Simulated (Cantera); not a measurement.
Feed: 1 mol Fe₃O₄, 5.1 mol C, 0.011 mol CO, equilibrated at 1100 °C and 13.3 mbar.

Equilibrium computed with Cantera from the NASA thermochemical tables; the gas is ideal and each condensed phase is pure. Candidate condensed phases: C, Fe, Fe(CO)₅, FeO, Fe₂O₃, Fe₃O₄; 15 gas species. Condensed phases not in the tables: cementite and carbon dissolved in iron. Equilibrium is a limit: real reactors are often held back by kinetics, nucleation or transport.

Base state: CO 1.000, CO₂ 3.03e-5 (mole fractions); condensed: C(graphite) + Fe(γ).

What changes in the equilibrium state with this change: C from 5.1 to 3 mol?


```
species            before  after
----------------  -------  -----
CO                  1.000  0.850
CO₂               3.03e-5  0.150
C(graphite), mol     1.10      0
Fe(γ), mol           3.00   2.45
FeO(s), mol             0  0.549
```
Mutual solubility and eutectic melting of coexisting phases are not modelled. The tables' stoichiometric FeO is somewhat more stable than real wüstite, so its field is too wide. FeO: taken at fixed stoichiometry.

What changes in the equilibrium state with this change: pressure from 13.3 mbar to 1.00 bar?


```csv
species,before,after
CO,1.000,0.998
CO₂,3.03e-5,0.00226
"C(graphite), mol",1.10,1.11
"Fe(γ), mol",3.00,3.00
```

What changes in the equilibrium state with this change: Fe₃O₄ replaced by PbO?


| species | before | after |
|---|---|---|
| CO | 1.000 | 0.518 |
| Pb | 0 | 0.482 |
| Pb₂ | 0 | 8.32e-5 |
| CO₂ | 3.03e-5 | 8.12e-6 |
| C(graphite), mol | 1.10 | 4.10 |
| Fe(γ), mol | 3.00 | 0 |
| Pb(l), mol | 0 | 0.0588 |
Further candidate phases: Pb, PbO, PbO₂, Pb₃O₄.
